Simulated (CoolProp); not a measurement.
Vapour-liquid equilibrium of carbon dioxide (1) + isobutane (2) at 268.1 K; x and y are mole fractions of (1).

The numbers come from the multi-fluid Helmholtz-energy mixture model, Span 1996 and Bücker 2006; pair parameters Kunz 2012 in CoolProp.

**Question.** Give the bubble pressure and the first vapour's composition at x = 0.05, 0.2, 0.65. Is there an azeotrope?

**Answer.** x = 0.05: 330.5 kPa, y = 0.601; x = 0.2: 930.8 kPa, y = 0.860; x = 0.65: 2154 kPa, y = 0.950. No azeotrope shows between x = 0.05 and 0.95.

The pair parameters rest on a limited set of measurements; away from them the model extrapolates. The gap from Raoult's law changes sign with composition, which may be real or a fault of the pair parameters; it wasn't checked against measurements.
